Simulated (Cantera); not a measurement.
## Ammonia decomposition in nitride growth gas

A perfectly stirred reactor is fed with NH₃ : H₂ = 1 : 0.19 (molar parts), at 15000 Pa; it is held at 1950 K, and followed from long to short residence time.

Model: the gas-phase N/H chemistry of the illustrative SiF4/NH3 mechanism in the Surface Chemkin manual (1991), integrated in Cantera. Walls and surfaces, which speed up NH3 decomposition in real reactors, are not modelled.

| τ (s) | x NH₃ | x H₂ | x H | x N₂H₂ | x NH₂ | x N₂ |
|---|---|---|---|---|---|---|
| 17 | 0.0136 | 0.761 | 0.00116 | 3.88e-8 | 5.93e-5 | 0.224 |
| 5.9 | 0.0392 | 0.742 | 0.000790 | 1.24e-7 | 0.000119 | 0.218 |
| 2.1 | 0.0992 | 0.699 | 0.000547 | 3.60e-7 | 0.000222 | 0.201 |
| 0.74 | 0.225 | 0.607 | 0.000362 | 9.55e-7 | 0.000382 | 0.167 |
| 0.26 | 0.423 | 0.463 | 0.000223 | 2.14e-6 | 0.000581 | 0.113 |
| 0.094 | 0.618 | 0.321 | 0.000137 | 3.64e-6 | 0.000747 | 0.0602 |
| 0.033 | 0.746 | 0.228 | 9.12e-5 | 4.83e-6 | 0.000848 | 0.0252 |
| 0.012 | 0.804 | 0.186 | 7.21e-5 | 5.30e-6 | 0.000884 | 0.00956 |
| 0.0042 | 0.828 | 0.168 | 6.25e-5 | 5.07e-6 | 0.000869 | 0.00312 |
x: mole fraction; the columns are a selection and need not sum to one.
